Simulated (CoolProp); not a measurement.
A closed Brayton cycle with carbon dioxide: compressor inlet 325.15 K and 9.4 MPa, high pressure 23.1 MPa, turbine inlet 845 K, compressor efficiency 0.89, turbine efficiency 0.85, recuperator effectiveness 0.8 (on enthalpy, no pinch check). Each further row changes one setting.

Values from CoolProp's reference Helmholtz-energy equation of state, Span 1996.

```csv
case,thermal efficiency (%),net work (kJ/kg),compressor to turbine work,compressor exit (K),turbine exit (K)
as stated,27.3,76.9,0.33,390.8,740.9
turbine inlet 795 K,26.3,?,0.36,390.8,?
compressor inlet 335.15 K,26.4,69.9,0.39,409.8,740.9
high pressure 19.6 MPa,25.0,65.4,0.32,?,759.5
recuperator effectiveness 0.5,?,76.9,0.33,390.8,740.9
```

What belongs in the gaps?


- turbine inlet 795 K, net work (kJ/kg): 69.2
- turbine inlet 795 K, turbine exit (K): 694.5
- high pressure 19.6 MPa, compressor exit (K): 378.7
- recuperator effectiveness 0.5, thermal efficiency (%): 19.0
